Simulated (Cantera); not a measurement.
Input (Python, Cantera):

```python
import numpy as np
import cantera as ct

surf = ct.Interface("ptcombust.yaml", "Pt_surf")
gas = surf.adjacent["gas"]
gas.TPX = 300, 14000, {'H2': 0.011, 'O2': 0.062, 'N2': 0.79}
jet = ct.ImpingingJet(gas=gas, width=0.032, surface=surf)
jet.inlet.mdot, jet.inlet.T, jet.inlet.X = 0.15, 300, {'H2': 0.011, 'O2': 0.062, 'N2': 0.79}
jet.set_refine_criteria(ratio=10, slope=0.2, curve=0.3)
show, cover = ['H2', 'O2', 'H2O', 'OH'], ["PT(S)", "H(S)", "O(S)", "OH(S)", "CO(S)", "C(S)"]

rows = []
print(f"{'Ts/K':>7s}" + "".join(f"{s:>11s}" for s in show + cover) + "   (gas at the wall, coverages)")
for i, Ts in enumerate([500, 550, 600, 650, 700, 750, 800]):
    jet.surface.T = Ts
    if i == 0:
        surf.TP = Ts, 14000
        surf.coverages = "PT(S):0.5, O(S):0.5"
        surf.advance_coverages(1.0)
        jet.set_initial_guess(products="inlet")
    jet.solve(loglevel=0, auto=(i == 0))
    rows.append([*(jet.X[gas.species_index(s), -1] for s in show), *surf[cover].coverages])
    print(f"{Ts:7g}" + "".join(f"{x:11.3e}" for x in rows[-1]))
```

It prints:

```
   Ts/K         H2         O2        H2O         OH      PT(S)       H(S)       O(S)      OH(S)      CO(S)       C(S)   (gas at the wall, coverages)
    500  1.742e-03  6.001e-02  2.166e-02  9.324e-16  4.255e-02  9.399e-10  9.431e-01  1.431e-02 -3.721e-16  8.744e-33
    550  1.735e-03  6.005e-02  2.148e-02  3.553e-14  4.497e-02  9.258e-10  9.468e-01  8.174e-03  1.360e-16  3.395e-30
    600  1.728e-03  6.008e-02  2.132e-02  7.314e-13  4.728e-02  1.150e-09  9.476e-01  5.089e-03 -8.284e-21  1.320e-27
    650  1.711e-03  6.010e-02  2.120e-02  9.354e-12  4.990e-02  1.702e-09  9.467e-01  3.400e-03  2.590e-18 -8.316e-28
    700  1.619e-03  6.004e-02  2.123e-02  8.130e-11  5.529e-02  2.903e-09  9.422e-01  2.471e-03 -5.858e-23  4.674e-28
    750  1.342e-03  5.978e-02  2.163e-02  4.956e-10  7.100e-02  6.282e-09  9.270e-01  2.027e-03  1.648e-19  6.179e-28
    800  9.763e-04  5.943e-02  2.220e-02  2.243e-09  1.039e-01  1.659e-08  8.942e-01  1.832e-03  7.443e-20  1.006e-28
```

Model: Deutschmann's 1995 Pt surface mechanism with GRI-Mech 3.0 gas chemistry, integrated in Cantera. Catalytic surfaces can have several steady states; this one follows from the mechanism file's or the stated starting coverage.
